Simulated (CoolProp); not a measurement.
A Linde-Hampson liquefier for CF4 (R14): isothermal reversible compression at 250 K from 1 atm to 20 MPa, throttling to 1 atm, return gas leaving the recuperator 2 K below the feed. Each further row changes one setting.

Values from CoolProp's reference Helmholtz-energy equation of state, Platzer 1990. This equation is an older, rougher fit; its heat capacities, sound speeds and derivatives of the liquid may be far off and weren't checked against measurements.

| case | liquid yield per pass | compression work (kJ/kg of gas) |
|---|---|---|
| as stated | ___ | 100 |
| high pressure 40 MPa | 0.424 | ___ |
| warm-end temperature 280 K | ___ | ___ |
| warm-end gap 7 K | 0.422 | 100 |

### Question
Complete the blanks.

### Answer

- as stated, liquid yield per pass: 0.431
- high pressure 40 MPa, compression work (kJ/kg of gas): 116
- warm-end temperature 280 K, liquid yield per pass: 0.327
- warm-end temperature 280 K, compression work (kJ/kg of gas): 121
